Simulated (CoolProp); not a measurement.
The fluid at 305.06 K and 1.59 MPa (liquid) is heated at constant pressure to 384.7 K. The same conditions are run with several fluids, on thermodynamics alone (safety and materials aside).

Model: reference Helmholtz-energy equation of state of each fluid (benzene: Thol 2012; cyclopentane: Gedanitz 2015; trans-2-butene: Lemmon 2005; neopentane: Lemmon 2006; ethylbenzene: Zhou 2012), in CoolProp.

```tsv
fluid	heat (kJ/kg)	final phase	final density (kg/m³)
benzene	149	liquid	779
cyclopentane	[?]	liquid	[?]
trans-2-butene	477	[?]	[?]
neopentane	[?]	liquid	465
ethylbenzene	152	liquid	[?]
```

Q: Complete the blanks.

A: 
- cyclopentane, heat (kJ/kg): 164
- cyclopentane, final density (kg/m³): 648
- trans-2-butene, final phase: gas
- trans-2-butene, final density (kg/m³): 36.9
- neopentane, heat (kJ/kg): 209
- ethylbenzene, final density (kg/m³): 786
